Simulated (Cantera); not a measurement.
Input: 1 mol FeS₂, 500 mol H₂, held at 1675 K and 1.00 Torr.

These are equilibrium values from Cantera (NASA tables, ideal gas, pure condensed phases), not measurements of a reactor. Candidate condensed phases: Fe, FeS, FeS₂, S; 8 gas species. Kinetics and transport are ignored.

Base state: H₂ 0.992, H 0.00317, Fe 0.00199, H₂S 0.00162, SH 0.000791, S₂ 0.000694, S 0.000181 (mole fractions); condensed: gas only.

What changes in the equilibrium state with this change: pressure from 1.00 Torr to 0.173 Torr?


```
species    before     after
-------  --------  --------
H₂          0.992     0.987
H         0.00317   0.00761
Fe        0.00199   0.00198
H₂S       0.00162  0.000765
S        0.000181  0.000498
S₂       0.000694  0.000903
```

What changes in the equilibrium state with this change: temperature from 1675 K to 1648.15 K?


| species | before | after |
|---|---|---|
| H₂ | 0.992 | 0.992 |
| H | 0.00317 | 0.00243 |
| Fe | 0.00199 | 0.00196 |
| H₂S | 0.00162 | 0.00178 |
| S | 0.000181 | 0.000139 |
| SH | 0.000791 | 0.000715 |
| S₂ | 0.000694 | 0.000675 |
| Fe(γ), mol | 0 | 0.0149 |
